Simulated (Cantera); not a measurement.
Ta + H₂O (tantalum, niobium, vanadium and zirconium in process gases)

Charge: 1 mol Ta, 0.015 mol H₂O, held at 0.00180 Torr.

Cantera equilibrium calculation (NASA polynomials, part measured and part estimated; ideal gas, pure solids and liquids). Candidate condensed phases: H₂O, Ta, Ta₂O₅; 12 gas species. Mutual solubility and eutectic melting of coexisting phases are not modelled. Condensed phases not in the tables: N, O or C dissolved in the metal. The numbers say what is thermodynamically allowed, not how fast it happens.

From 1650 K to 1950 K the condensed part is Ta(s) + Ta₂O₅(s). From 2050 K to 2350 K the condensed part is Ta(s). The main Ta-bearing gas is TaO₂ at 1650 K and TaO at 2350 K.

```tsv
T (K)	log p H₂	log p H	log p TaO	log p TaO₂	log p O	n Ta(s)	n Ta₂O₅(s)
1650	-5.65	-6.86	-9.90	-9.21	-13.07	0.994	0.00300
1750	-5.69	-6.48	-8.85	-8.15	-11.89	0.994	0.00298
1850	-5.79	-6.16	-7.92	-7.21	-10.83	0.994	0.00279
1950	-6.08	-5.98	-7.08	-6.37	-9.89	0.993	0.000918
2050	-6.43	-5.86	-6.70	-6.36	-9.41	0.991	0
2150	-6.84	-5.79	-6.45	-6.53	-9.07	0.990	0
2250	-7.31	-5.78	-6.27	-6.78	-8.80	0.988	0
2350	-7.77	-5.79	-6.17	-7.14	-8.62	0.986	0
```
log p: log10 of the partial pressure in bar; n: condensed amount in mol.
